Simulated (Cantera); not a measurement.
## Reactions in the system Cu-F-N

Standard-state values (1 bar) from the NASA 1993 polynomials, evaluated with Cantera. Values are per mole of reaction as written; species without (g) are pure solids or liquids, kept so even where they would boil at 1 bar.

Cu + F₂(g) ⇌ CuF₂(g)

```json
[
 {"T (K)": "300", "ΔH° (kJ)": "-267.0", "ΔS° (J/K)": "31.1", "ΔG° (kJ)": "-276.3", "log10 K": "48.11", "condensed phases": "Cu(s)"},
 {"T (K)": "1525", "ΔH° (kJ)": "-291.6", "ΔS° (J/K)": "7.6", "ΔG° (kJ)": "-303.2", "log10 K": "10.38", "condensed phases": "Cu(l)"},
 {"T (K)": "1625", "ΔH° (kJ)": "-292.9", "ΔS° (J/K)": "6.8", "ΔG° (kJ)": "-303.9", "log10 K": "9.77", "condensed phases": "Cu(l)"},
 {"T (K)": "1725", "ΔH° (kJ)": "-294.2", "ΔS° (J/K)": "6.0", "ΔG° (kJ)": "-304.5", "log10 K": "9.22", "condensed phases": "Cu(l)"},
 {"T (K)": "1825", "ΔH° (kJ)": "-295.5", "ΔS° (J/K)": "5.2", "ΔG° (kJ)": "-305.1", "log10 K": "8.73", "condensed phases": "Cu(l)"},
 {"T (K)": "1925", "ΔH° (kJ)": "-296.8", "ΔS° (J/K)": "4.5", "ΔG° (kJ)": "-305.6", "log10 K": "8.29", "condensed phases": "Cu(l)"},
 {"T (K)": "2025", "ΔH° (kJ)": "-298.1", "ΔS° (J/K)": "3.9", "ΔG° (kJ)": "-306.0", "log10 K": "7.89", "condensed phases": "Cu(l)"},
 {"T (K)": "2125", "ΔH° (kJ)": "-299.4", "ΔS° (J/K)": "3.3", "ΔG° (kJ)": "-306.4", "log10 K": "7.53", "condensed phases": "Cu(l)"},
 {"T (K)": "2225", "ΔH° (kJ)": "-300.6", "ΔS° (J/K)": "2.7", "ΔG° (kJ)": "-306.7", "log10 K": "7.20", "condensed phases": "Cu(l)"},
 {"T (K)": "2325", "ΔH° (kJ)": "-301.8", "ΔS° (J/K)": "2.2", "ΔG° (kJ)": "-306.9", "log10 K": "6.90", "condensed phases": "Cu(l)"},
 {"T (K)": "2425", "ΔH° (kJ)": "-302.9", "ΔS° (J/K)": "1.7", "ΔG° (kJ)": "-307.1", "log10 K": "6.62", "condensed phases": "Cu(l)"},
 {"T (K)": "2525", "ΔH° (kJ)": "-304.0", "ΔS° (J/K)": "1.3", "ΔG° (kJ)": "-307.3", "log10 K": "6.36", "condensed phases": "Cu(l)"}
]
```

CuF₂ ⇌ F₂(g) + Cu

| T (K) | ΔH° (kJ) | ΔS° (J/K) | ΔG° (kJ) | log10 K | condensed phases |
|---|---|---|---|---|---|
| 300 | 538.9 | 158.4 | 491.4 | -85.55 | CuF₂(s), Cu(s) |
| 1525 | 467.5 | 83.9 | 339.5 | -11.63 | CuF₂(l), Cu(l) |
| 1625 | 464.6 | 82.1 | 331.2 | -10.65 | CuF₂(l), Cu(l) |
| 1725 | 461.7 | 80.3 | 323.1 | -9.78 | CuF₂(l), Cu(l) |
| 1825 | 458.8 | 78.7 | 315.2 | -9.02 | CuF₂(l), Cu(l) |
| 1925 | 455.9 | 77.2 | 307.4 | -8.34 | CuF₂(l), Cu(l) |
| 2025 | 453.0 | 75.7 | 299.7 | -7.73 | CuF₂(l), Cu(l) |
| 2125 | 450.2 | 74.3 | 292.2 | -7.18 | CuF₂(l), Cu(l) |
| 2225 | 447.3 | 73.0 | 284.9 | -6.69 | CuF₂(l), Cu(l) |
| 2325 | 444.4 | 71.7 | 277.6 | -6.24 | CuF₂(l), Cu(l) |
| 2425 | 441.5 | 70.5 | 270.5 | -5.83 | CuF₂(l), Cu(l) |
| 2525 | 438.7 | 69.4 | 263.5 | -5.45 | CuF₂(l), Cu(l) |

CuF₂ ⇌ 2 F(g) + Cu

| T (K) | ΔH° (kJ) | ΔS° (J/K) | ΔG° (kJ) | log10 K | condensed phases |
|---|---|---|---|---|---|
| 300 | 697.7 | 273.2 | 615.7 | -107.21 | CuF₂(s), Cu(s) |
| 1525 | 634.6 | 212.0 | 311.3 | -10.66 | CuF₂(l), Cu(l) |
| 1625 | 632.0 | 210.4 | 290.2 | -9.33 | CuF₂(l), Cu(l) |
| 1725 | 629.5 | 208.8 | 269.2 | -8.15 | CuF₂(l), Cu(l) |
| 1825 | 626.9 | 207.4 | 248.4 | -7.11 | CuF₂(l), Cu(l) |
| 1925 | 624.3 | 206.0 | 227.8 | -6.18 | CuF₂(l), Cu(l) |
| 2025 | 621.8 | 204.7 | 207.2 | -5.34 | CuF₂(l), Cu(l) |
| 2125 | 619.2 | 203.5 | 186.8 | -4.59 | CuF₂(l), Cu(l) |
| 2225 | 616.6 | 202.3 | 166.5 | -3.91 | CuF₂(l), Cu(l) |
| 2325 | 614.0 | 201.1 | 146.3 | -3.29 | CuF₂(l), Cu(l) |
| 2425 | 611.4 | 200.1 | 126.3 | -2.72 | CuF₂(l), Cu(l) |
| 2525 | 608.8 | 199.0 | 106.3 | -2.20 | CuF₂(l), Cu(l) |

2 N(g) + 3 CuF₂(g) ⇌ 2 NF₃(g) + 3 Cu

| T (K) | ΔH° (kJ) | ΔS° (J/K) | ΔG° (kJ) | log10 K | condensed phases |
|---|---|---|---|---|---|
| 300 | -407.9 | -486.8 | -261.9 | 45.60 | Cu(s) |
| 1525 | -331.5 | -420.7 | 310.0 | -10.62 | Cu(l) |
| 1625 | -326.4 | -417.4 | 351.9 | -11.31 | Cu(l) |
| 1725 | -321.2 | -414.3 | 393.5 | -11.92 | Cu(l) |
| 1825 | -316.0 | -411.4 | 434.8 | -12.44 | Cu(l) |
| 1925 | -310.7 | -408.6 | 475.8 | -12.91 | Cu(l) |
| 2025 | -305.5 | -406.0 | 516.5 | -13.32 | Cu(l) |
| 2125 | -300.3 | -403.4 | 557.0 | -13.69 | Cu(l) |
| 2225 | -295.2 | -401.1 | 597.2 | -14.02 | Cu(l) |
| 2325 | -290.0 | -398.8 | 637.2 | -14.32 | Cu(l) |
| 2425 | -284.9 | -396.7 | 677.0 | -14.58 | Cu(l) |
| 2525 | -279.9 | -394.6 | 716.5 | -14.82 | Cu(l) |
